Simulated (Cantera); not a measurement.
Feed: 1 mol AlN, a varied amount of HCl, 11 mol H2, held at 0.0135 Torr.

Points: T (K) = 825, 925, 1025, 1125, 1225, 1325, 1425, 1525, 1625, 1725, 1825; n(HCl) (mol) = 1.7, 2.1, 2.4, 2.8, 3.3, 3.9, 4.6, 5.4, 6.3, 7.4, 8.7, 10, 12.

Cantera's Mixture.equilibrate('TP', solver="vcs", rtol=1e-11, max_steps=5000) on the NASA tables stopped like this:

```
ERROR: FAILURE its = 5001!

*******************************************************************************
CanteraError thrown by MultiPhase::equilibrate:
VCS solver failed. Return code: -1
*******************************************************************************
```

Problem. What got this run through?

Solution. Several could match; the one computed here: The failure is numerical, not chemical. The same input converged with solver="gibbs", rtol=1e-10, max_steps=50000, and the result passed a check of the equilibrium conditions:
```
    825        1.7  ALN(s)
    825        2.1  ALN(s)
    825        2.4  ALN(s)
    825        2.8  ALN(s)
    825        3.3  ALN(s)
    825        3.9  ALN(s)
    825        4.6  ALN(s)
    825        5.4  gas only
    825        6.3  gas only
    825        7.4  gas only
    825        8.7  gas only
    825         10  gas only
    825         12  gas only
    925        1.7  ALN(s)
    925        2.1  ALN(s)
    925        2.4  ALN(s)
    925        2.8  ALN(s)
    925        3.3  ALN(s)
    925        3.9  ALN(s)
    925        4.6  gas only
    925        5.4  gas only
    925        6.3  gas only
    925        7.4  gas only
    925        8.7  gas only
    925         10  gas only
    925         12  gas only
   1025        1.7  ALN(s)
   1025        2.1  ALN(s)
   1025        2.4  ALN(s)
   1025        2.8  ALN(s)
   1025        3.3  ALN(s)
   1025        3.9  ALN(s)
   1025        4.6  gas only
   1025        5.4  gas only
   1025        6.3  gas only
   1025        7.4  gas only
   1025        8.7  gas only
   1025         10  gas only
   1025         12  gas only
   1125        1.7  ALN(s)
   1125        2.1  ALN(s)
   1125        2.4  ALN(s)
   1125        2.8  ALN(s)
   1125        3.3  ALN(s)
   1125        3.9  ALN(s)
   1125        4.6  gas only
   1125        5.4  gas only
   1125        6.3  gas only
   1125        7.4  gas only
   1125        8.7  gas only
   1125         10  gas only
   1125         12  gas only
   1225        1.7  ALN(s)
   1225        2.1  ALN(s)
   1225        2.4  ALN(s)
   1225        2.8  ALN(s)
   1225        3.3  gas only
   1225        3.9  gas only
   1225        4.6  gas only
   1225        5.4  gas only
   1225        6.3  gas only
   1225        7.4  gas only
   1225        8.7  gas only
   1225         10  gas only
   1225         12  gas only
   1325        1.7  gas only
   1325        2.1  gas only
   1325        2.4  gas only
   1325        2.8  gas only
   1325        3.3  gas only
   1325        3.9  gas only
   1325        4.6  gas only
   1325        5.4  gas only
   1325        6.3  gas only
   1325        7.4  gas only
   1325        8.7  gas only
   1325         10  gas only
   1325         12  gas only
   1425        1.7  gas only
   1425        2.1  gas only
   1425        2.4  gas only
   1425        2.8  gas only
   1425        3.3  gas only
   1425        3.9  gas only
   1425        4.6  gas only
   1425        5.4  gas only
   1425        6.3  gas only
   1425        7.4  gas only
   1425        8.7  gas only
   1425         10  gas only
   1425         12  gas only
   1525        1.7  gas only
   1525        2.1  gas only
   1525        2.4  gas only
   1525        2.8  gas only
   1525        3.3  gas only
   1525        3.9  gas only
   1525        4.6  gas only
   1525        5.4  gas only
   1525        6.3  gas only
   1525        7.4  gas only
   1525        8.7  gas only
   1525         10  gas only
   1525         12  gas only
   1625        1.7  gas only
   1625        2.1  gas only
   1625        2.4  gas only
   1625        2.8  gas only
   1625        3.3  gas only
   1625        3.9  gas only
   1625        4.6  gas only
   1625        5.4  gas only
   1625        6.3  gas only
   1625        7.4  gas only
   1625        8.7  gas only
   1625         10  gas only
   1625         12  gas only
   1725        1.7  gas only
   1725        2.1  gas only
   1725        2.4  gas only
   1725        2.8  gas only
   1725        3.3  gas only
   1725        3.9  gas only
   1725        4.6  gas only
   1725        5.4  gas only
   1725        6.3  gas only
   1725        7.4  gas only
   1725        8.7  gas only
   1725         10  gas only
   1725         12  gas only
   1825        1.7  gas only
   1825        2.1  gas only
   1825        2.4  gas only
   1825        2.8  gas only
   1825        3.3  gas only
   1825        3.9  gas only
   1825        4.6  gas only
   1825        5.4  gas only
   1825        6.3  gas only
   1825        7.4  gas only
   1825        8.7  gas only
   1825         10  gas only
   1825         12  gas only
```

The gas is ideal and each condensed phase is pure. The tables' values for AlCl2 are old estimates.
